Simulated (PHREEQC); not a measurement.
A PHREEQC speciation (ion-association model, phreeqc.dat) at 25 °C gives pH 8.99 and these molalities:

| species | mol/kgw |
|---|---|
| H3BO3 | 0.00234 |
| NH4+ | 0.00137 |
| H2BO3- | 0.00136 |
| NH3 | 0.000728 |
| OH- | 1.03e-5 |

Q: What are the element totals, and what could have been dissolved in 1 kg of water to give them?

A: This is not unique; one that fits is totals B 0.00370, N(-3) 0.00210 mol/kgw, from 3.7 mmol/kgw H3BO3 and 2.1 mmol/kgw NH3.

This is a speciation only: nothing precipitates in the calculation. Species that the database lacks are ignored.
